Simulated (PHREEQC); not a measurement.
A solution holds 0.034 mol CuSO4, 0.043 mol HNO3 and 0.028 mol NaCl per kg of water, at 25 °C. Closed to the air; pH follows from the charge balance.

Model: ion-association model, phreeqc.dat, run in PHREEQC.

```tsv
quantity	before	after
pH	1.61	0.83
ionic strength (mol/kgw)	0.148	0.316
Cu+2 (mol/kgw)	0.0257	0.0311
HSO4- (mol/kgw)	0.0130	0.0261
SO4-2 (mol/kgw)	0.0128	0.00543
CuSO4 (mol/kgw)	0.00760	0.00225
SI of Halite (NaCl)	-4.94	-4.99
```

Q: Which change was made?
(A) HNO3 from 0.043 to 0.215 mol/kgw
(B) temperature from 25 to 40 °C
(C) temperature from 25 to 70 °C

A: A, HNO3 from 0.043 to 0.215 mol/kgw

This is a speciation only: nothing precipitates in the calculation.
